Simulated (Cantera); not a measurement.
A closed system holds: 1 mol MgO, 0.037 mol HCl, 1 mol N2, held at 1300 K and 101000 Pa.

These are equilibrium values from Cantera (NASA tables, ideal gas, pure condensed phases), not measurements of a reactor. Candidate condensed phases: H2O, Mg, MgCl2, MgO, Mg(OH)2, NH4Cl; 38 gas species. The numbers say what is thermodynamically allowed, not how fast it happens.

Base state: N2 0.964, HCl 0.0335, MgCl2 0.00106, H2O 0.00106, Cl 1.19e-5 (mole fractions); condensed: MgO(s).

### Question
What changes in the equilibrium state with this change: temperature from 1300 K to 1523.15 K?

### Answer
| species | before | after |
|---|---|---|
| N2 | 0.964 | 0.964 |
| HCl | 0.0335 | 0.0306 |
| MgCl2 | 0.00106 | 0.00250 |
| H2O | 0.00106 | 0.00250 |
| Cl | 1.19e-5 | 8.47e-5 |
| H2 | 6.87e-6 | 4.45e-5 |
| MgO(s), mol | 0.999 | 0.997 |
